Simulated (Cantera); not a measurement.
**Ignition delay**

Mixture: CH₄ : CO : O₂ : N₂ : CO₂ = 1 : 0.035 : 2.37 : 8.92 : 1.2 (molar parts), at 0.330 bar, adiabatic and at constant volume. Ignition delay is the time to a rise of 400 K.

Model: GRI-Mech 3.0 (53 species, 325 reactions), integrated in Cantera.

```csv
T0 (K),delay (ms)
1125,383
1225,80.4
1325,20.2
1425,6.15
1525,2.29
1625,1.01
1725,0.507
1825,0.277
```

```yaml
apparent activation energy between 1625 and 1825 K: 160 kJ/mol
```
